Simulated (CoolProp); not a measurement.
Computed with CoolProp (reference Helmholtz-energy equation of state, Lemmon 2006). It is a short technical equation, of lower accuracy than the large ones.

**Question.** For nitrous oxide, give the phase and the cp (kJ/(kg K)), speed of sound (m/s), expansivity (1/kK) at -21.85 °C and 8.89 MPa.

**Answer.** 
- -21.85 °C and 8.89 MPa: liquid; cp 1.85, speed of sound 774, expansivity 3.57
